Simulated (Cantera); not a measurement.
N2O furnace oxynitridation

An isothermal, constant-pressure homogeneous reactor starts with 98.9 % N2O, 1.11 % H2O, at 1500 K and 0.128 atm.

Cantera simulation using GRI-Mech 3.0 (53 species, 325 reactions); the numbers are that mechanism's predictions, not measurements. GRI-Mech 3.0 was tuned for natural gas; its chemistry of N2O as a main component is partial and can be far from experiment. The temperature is held fixed by assumption; the heat of reaction is taken as removed at once.

```tsv
t (s)	x N2O	x H2O	x NO	x H2O2	x HO2	x H2
6.00e-6	0.989	0.0111	1.59e-6	<1e-12	5.23e-10	<1e-12
1.97e-5	0.989	0.0111	1.38e-5	2.94e-12	1.54e-8	7.38e-12
6.44e-5	0.988	0.0111	8.56e-5	1.91e-10	3.33e-7	5.48e-10
0.000211	0.987	0.0111	0.000356	7.11e-9	3.97e-6	1.90e-8
0.000691	0.981	0.0111	0.00122	7.35e-8	1.48e-5	1.97e-7
0.00226	0.963	0.0110	0.00393	5.14e-8	1.23e-5	5.38e-7
0.00741	0.908	0.0108	0.0122	1.97e-8	6.78e-6	4.76e-7
0.0243	0.754	0.0102	0.0354	6.81e-9	2.75e-6	3.75e-7
0.0795	0.436	0.00900	0.0827	3.19e-9	7.64e-7	4.16e-7
0.261	0.0985	0.00775	0.130	2.02e-9	1.43e-7	5.46e-7
0.854	0.00319	0.00743	0.140	5.59e-10	4.09e-8	1.64e-7
2.80	6.40e-6	0.00743	0.140	2.85e-10	3.74e-8	7.72e-8
9.16	5.55e-6	0.00743	0.139	2.85e-10	3.74e-8	7.71e-8
30.0	5.46e-6	0.00743	0.138	2.86e-10	3.74e-8	7.70e-8
```
x: mole fraction; the columns are a selection and need not sum to one.

Equilibrium at this temperature and pressure: N2O 2.86e-8, H2O 0.00742, NO 0.00141, H2O2 3.20e-10, HO2 4.46e-8, H2 6.82e-8 (gas phase only).
